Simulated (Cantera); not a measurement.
A closed system holds: 1 mol CuO, 0.7 mol CH4, 0.4 mol H2, held at 802 °C and 2780 Torr.

These are equilibrium values from Cantera (NASA tables, ideal gas, pure condensed phases), not measurements of a reactor. Candidate condensed phases: C, C6H6, C7H8, C8H18, Cu, CuO, Cu(OH)2, Cu2O, H2O; 113 gas species. Equilibrium is a limit: real reactors are often held back by kinetics, nucleation or transport.

Base state: H2 0.589, CO 0.221, H2O 0.113, CO2 0.0456, CH4 0.0312 (mole fractions); condensed: Cu(s).

Task: What changes in the equilibrium state with this change: temperature from 802 °C to 1725 °C?

Result: 
| species | before | after |
|---|---|---|
| H2 | 0.589 | 0.609 |
| CO | 0.221 | 0.269 |
| H2O | 0.113 | 0.109 |
| CO2 | 0.0456 | 0.0105 |
| CH4 | 0.0312 | 3.84e-7 |
| Cu | <1e-9 | 0.00114 |
| H | 5.86e-9 | 0.000652 |
| OH | <1e-9 | 1.16e-5 |
| Cu(s), mol | 1.00 | 0 |
| Cu(l), mol | 0 | 0.997 |

Task: What changes in the equilibrium state with this change: temperature from 802 °C to 1077 °C?

Result: 
```csv
species,before,after
H2,0.589,0.621
CO,0.221,0.259
H2O,0.113,0.0993
CH4,0.0312,0.000282
CO2,0.0456,0.0211
"Cu(s), mol",1.00,1.00
```
